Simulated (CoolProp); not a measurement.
A simple Rankine cycle with propane: condensing at 298.15 K, boiler at 2.24 MPa, turbine inlet 340.9 K, turbine efficiency 0.85, pump efficiency 0.8, no recuperator. Each further row changes one setting.

The numbers come from the reference Helmholtz-energy equation of state, Lemmon 2009 in CoolProp.

```json
[
 {"case": "as stated", "thermal efficiency (%)": "8.1", "net work (kJ/kg)": "30.2", "heat in (kJ/kg)": "374", "turbine exit temperature (K)": "302.4", "volume ratio over the turbine": "2.50"},
 {"case": "turbine inlet 360.9 K", "thermal efficiency (%)": "8.3", "net work (kJ/kg)": "35.1", "heat in (kJ/kg)": "426", "turbine exit temperature (K)": "325.6", "volume ratio over the turbine": "2.42"},
 {"case": "condensing temperature 290.15 K", "thermal efficiency (%)": "9.6", "net work (kJ/kg)": "38.1", "heat in (kJ/kg)": "395", "turbine exit temperature (K)": "294.4", "volume ratio over the turbine": "3.09"},
 {"case": "boiler pressure 1.57 MPa", "thermal efficiency (%)": "5.1", "net work (kJ/kg)": "20.6", "heat in (kJ/kg)": "402", "turbine exit temperature (K)": "321.0", "volume ratio over the turbine": "1.66"},
 {"case": "turbine efficiency 0.75", "thermal efficiency (%)": "7.0", "net work (kJ/kg)": "26.2", "heat in (kJ/kg)": "374", "turbine exit temperature (K)": "304.3", "volume ratio over the turbine": "2.53"}
]
```
